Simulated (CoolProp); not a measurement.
n-heptane along the isobar 1.39 MPa: Z from the reference equation and from simpler models built on Tc = 541.2 K, pc = 2.774 MPa, ω = 0.349; each cubic takes its own stable root.

Computed with CoolProp (reference Helmholtz-energy equation of state, Span 2003). It is a short technical equation, of lower accuracy than the large ones.

```csv
T (K),phase,reference,Soave-Redlich-Kwong,Peng-Robinson
370.5,liquid,0.07323,0.08200,0.07256
392.7,liquid,0.07156,0.08037,0.07104
415,liquid,0.07043,0.07957,0.07026
437.3,liquid,0.06992,0.07977,0.07037
459.6,liquid,0.07020,0.08133,?
481.8,liquid,0.07176,0.08518,0.07514
504.1,gas,0.6986,?,0.7069
526.4,gas,0.7617,?,0.7594
548.7,gas,0.8053,?,0.7985
```

**Question.** Complete the blanks.

**Answer.** 
- 459.6, Peng-Robinson: 0.07172
- 504.1, Soave-Redlich-Kwong: 0.7262
- 526.4, Soave-Redlich-Kwong: 0.7778
- 548.7, Soave-Redlich-Kwong: 0.8161
